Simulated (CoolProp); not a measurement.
Saturation properties of octamethylcyclotetrasiloxane (D4) (Tc = 313.4 °C, pc = 1347 kPa, ω = 0.598).

Computed with CoolProp (reference Helmholtz-energy equation of state, Thol 2015).

| T (°C) | p (kPa) | liquid density (kg/m³) | vapour density (kg/m³) | liquid cp (kJ/(kg K)) | surface tension (mN/m) |
|---|---|---|---|---|---|
| 67.65 | 1.942 | 901.5 | 0.2040 | 1.748 | 14.9 |
| 79.35 | 3.491 | 887.8 | 0.3554 | 1.772 | 14.0 |
| 91.05 | 5.973 | 873.9 | 0.5904 | 1.796 | 13.2 |
| 102.85 | 9.818 | 859.7 | 0.9442 | 1.822 | 12.3 |
| 114.55 | 15.45 | 845.4 | 1.449 | 1.849 | 11.5 |
| 126.25 | 23.48 | 830.8 | 2.153 | 1.875 | 10.7 |
| 137.95 | 34.59 | 816.0 | 3.110 | 1.903 | 9.89 |
| 149.65 | 49.55 | 800.8 | 4.380 | 1.931 | 9.10 |

It boils at 175.7 °C under 1 atm.

Surface tension comes from a separate correlation (Mulero 2014), older than this fluid's equation and unchecked against measurements.
